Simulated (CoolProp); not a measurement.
Values from CoolProp's reference Helmholtz-energy equation of state, Akasaka 2015.

Task: For R245fa, give the phase and the Z, cv (kJ/(kg K)), speed of sound (m/s), viscosity (µPa s) at 333.9 K and 6.08 MPa; 333.9 K and 7.1 MPa; 333.9 K and 8.11 MPa.

Result: 
- 333.9 K and 6.08 MPa: liquid; Z 0.233, cv 0.982, speed of sound 578, viscosity 290
- 333.9 K and 7.1 MPa: liquid; Z 0.271, cv 0.981, speed of sound 586, viscosity 295
- 333.9 K and 8.11 MPa: liquid; Z 0.309, cv 0.981, speed of sound 594, viscosity 300

Viscosity comes from a separate model (Bell 2016), an estimate that may be off by 10 % or more.
